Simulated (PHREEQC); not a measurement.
Solution (25 °C): 0.0021 mol ZnCl2, 0.18 mol NaCl and 0.24 mol FeSO4 per kg of water. Closed to the air; pH follows from the charge balance.

Computed with PHREEQC (ion-association model, phreeqc.dat).

```tsv
quantity	before	after
pH	5.77	5.37
ionic strength (mol/kgw)	0.693	0.612
Cl- (mol/kgw)	0.178	0.179
Na+ (mol/kgw)	0.161	0.162
SO4-2 (mol/kgw)	0.120	0.0998
NaSO4- (mol/kgw)	0.0186	0.0180
SI of Halite (NaCl)	-3.46	-3.51
```

Question: Name the change that produced these shifts.
(A) temperature from 25 to 65 °C
(B) FeSO4 replaced by KHSO4 at the same molality
(C) diluted 100-fold with water
(D) temperature from 25 to 30 °C
(E) ZnCl2 left out

Answer: A, temperature from 25 to 65 °C

This is a speciation only: nothing precipitates in the calculation. Away from 25 °C the constants follow the database's enthalpies or fits; those with neither stay at their 25 °C values.
